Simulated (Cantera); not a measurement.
Standard-state values (1 bar) from the NASA 1993 polynomials, evaluated with Cantera. Values are per mole of reaction as written; species without (g) are pure solids or liquids, kept so even where they would boil at 1 bar.

### Question
Between 300 and 2598 K, where is each reaction favourable under standard conditions?
- C + 4 H(g) ⇌ CH₄(g)

### Answer
- C + 4 H(g) ⇌ CH₄(g): ΔG° is -863 kJ at 300 K and -89 kJ at 2598 K; it stays negative (K > 1). ΔH° is -998 kJ and ΔS° -350 J/K at 2598 K.
